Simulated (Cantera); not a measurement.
Charge: 1 mol Pb, 8 mol H2, 4.7 mol N2, held at 0.0133 bar.

These are equilibrium values from Cantera (NASA tables, ideal gas, pure condensed phases), not measurements of a reactor. Candidate condensed phases: Pb; 11 gas species. Equilibrium is a limit: real reactors are often held back by kinetics, nucleation or transport.

Task: Which condensed phases are stable at each of these points (T (K)): 523, 598, 673, 748, 823, 898, 973, 1048, 1123, 1198?

Result: 
```json
[
 {"T (K)": "523", "condensed phases": "Pb(s)", "Pb condensed (%)": "100.0"},
 {"T (K)": "598", "condensed phases": "Pb(s)", "Pb condensed (%)": "100.0"},
 {"T (K)": "673", "condensed phases": "Pb(l)", "Pb condensed (%)": "100.0"},
 {"T (K)": "748", "condensed phases": "Pb(l)", "Pb condensed (%)": "100.0"},
 {"T (K)": "823", "condensed phases": "Pb(l)", "Pb condensed (%)": "100.0"},
 {"T (K)": "898", "condensed phases": "Pb(l)", "Pb condensed (%)": "99.9"},
 {"T (K)": "973", "condensed phases": "Pb(l)", "Pb condensed (%)": "99.2"},
 {"T (K)": "1048", "condensed phases": "Pb(l)", "Pb condensed (%)": "95.7"},
 {"T (K)": "1123", "condensed phases": "Pb(l)", "Pb condensed (%)": "82.4"},
 {"T (K)": "1198", "condensed phases": "Pb(l)", "Pb condensed (%)": "37.7"}
]
```

From 523 K to 598 K the condensed part is Pb(s). From 673 K to 1198 K the condensed part is Pb(l).
